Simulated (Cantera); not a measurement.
Feed: 1 mol Ni, 0.034 mol H2S, 20 mol H2, equilibrated at 1350 °C and 4500 Pa.

These are equilibrium values from Cantera (NASA tables, ideal gas, pure condensed phases), not measurements of a reactor. Candidate condensed phases: Ni, NiS, NiS2, Ni3S2, Ni3S4, S; 9 gas species. Kinetics and transport are ignored.

Base state: H2 0.998, H2S 0.00158, H 0.000326, SH 9.05e-5, Ni 1.47e-5, S2 1.27e-5 (mole fractions); condensed: Ni(s).

Q: What changes in the equilibrium state with this change: Ni replaced by Pb?

A: 
| species | before | after |
|---|---|---|
| H2 | 0.998 | 0.952 |
| Pb | 0 | 0.0464 |
| PbS | 0 | 0.00113 |
| Ni | 1.47e-5 | 0 |
| S2 | 1.27e-5 | 1.14e-6 |
| H2S | 0.00158 | 0.000452 |
| SH | 9.05e-5 | 2.65e-5 |
| H | 0.000326 | 0.000318 |
| Ni(s), mol | 1.000 | 0 |
Further candidate phases: Pb, PbS.
